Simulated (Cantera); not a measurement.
Adiabatic ignition

An adiabatic, constant-pressure homogeneous reactor starts with 29.8 % H₂, 7.84 % O₂, 58.2 % N₂, 4.18 % H₂O, equivalence ratio 1.9, at 1550 K and 10.0 bar.

Computed with Cantera and GRI-Mech 3.0 (53 species, 325 reactions). The hydrogen kinetics of GRI-Mech 3.0 are dated; newer H2 mechanisms differ, most at raised pressure.

```json
[
 {"t (s)": "1.00e-6", "T (K)": "1550", "x H₂": "0.298", "x O₂": "0.0783", "x H₂O": "0.0419", "x NO₂": "<1e-12", "x N₂O": "1.77e-10", "x NO": "4.95e-12"},
 {"t (s)": "3.59e-6", "T (K)": "2352", "x H₂": "0.140", "x O₂": "0.000866", "x H₂O": "0.199", "x NO₂": "2.06e-9", "x N₂O": "5.31e-8", "x NO": "2.70e-5"},
 {"t (s)": "1.29e-5", "T (K)": "2561", "x H₂": "0.150", "x O₂": "6.96e-5", "x H₂O": "0.211", "x NO₂": "1.38e-9", "x N₂O": "3.27e-8", "x NO": "4.26e-5"},
 {"t (s)": "4.64e-5", "T (K)": "2596", "x H₂": "0.151", "x O₂": "1.86e-5", "x H₂O": "0.213", "x NO₂": "1.17e-9", "x N₂O": "2.84e-8", "x NO": "4.96e-5"},
 {"t (s)": "0.000167", "T (K)": "2597", "x H₂": "0.151", "x O₂": "1.75e-5", "x H₂O": "0.213", "x NO₂": "1.57e-9", "x N₂O": "2.85e-8", "x NO": "6.75e-5"},
 {"t (s)": "0.000599", "T (K)": "2596", "x H₂": "0.152", "x O₂": "1.74e-5", "x H₂O": "0.213", "x NO₂": "2.84e-9", "x N₂O": "2.99e-8", "x NO": "0.000123"},
 {"t (s)": "0.00215", "T (K)": "2596", "x H₂": "0.152", "x O₂": "1.73e-5", "x H₂O": "0.213", "x NO₂": "4.77e-9", "x N₂O": "3.37e-8", "x NO": "0.000206"},
 {"t (s)": "0.00774", "T (K)": "2595", "x H₂": "0.152", "x O₂": "1.72e-5", "x H₂O": "0.213", "x NO₂": "5.07e-9", "x N₂O": "3.45e-8", "x NO": "0.000219"},
 {"t (s)": "0.0278", "T (K)": "2595", "x H₂": "0.152", "x O₂": "1.72e-5", "x H₂O": "0.213", "x NO₂": "5.07e-9", "x N₂O": "3.45e-8", "x NO": "0.000219"},
 {"t (s)": "0.100", "T (K)": "2595", "x H₂": "0.152", "x O₂": "1.72e-5", "x H₂O": "0.213", "x NO₂": "5.07e-9", "x N₂O": "3.45e-8", "x NO": "0.000219"}
]
```
x: mole fraction; the columns are a selection and need not sum to one.

The time of steepest temperature rise is 2.08 µs and the temperature at 0.100 s is 2595 K. The equilibrium temperature comes out as 2595 K and the x(H₂) at 0.100 s is 0.152 (gas-phase equilibrium 0.152). The x(O₂) at 0.100 s comes out as 1.72e-5 (gas-phase equilibrium 1.72e-5). The x(H₂O) at 0.100 s is 0.213 (gas-phase equilibrium 0.213).
